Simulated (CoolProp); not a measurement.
Vapour-liquid equilibrium of octamethyltrisiloxane (MDM) (1) + octamethylcyclotetrasiloxane (D4) (2) at 341.7 K; x and y are mole fractions of (1).

Values from CoolProp's multi-fluid Helmholtz-energy mixture model, Thol 2017 and Thol 2015; pair parameters Bell 2016.

```csv
x,bubble pressure (MPa),y at the bubble point,dew pressure at overall composition x (MPa),liquid density (mol/L)
0.05,0.002235,0.134,0.002106,3.046
0.15,0.002608,0.333,0.002261,3.067
0.25,0.002957,0.477,0.002440,3.088
0.35,0.003293,0.590,0.002645,3.110
0.45,0.003622,0.682,0.002885,3.132
0.55,0.003952,0.760,0.003167,3.154
0.65,0.004284,0.827,0.003502,3.177
0.75,0.004621,0.886,0.003907,3.200
0.85,0.004962,0.936,0.004410,3.223
0.95,0.005307,0.980,0.005063,3.246
```

No azeotrope shows between x = 0.05 and 0.95.

The pair parameters rest on a limited set of measurements; away from them the model extrapolates.
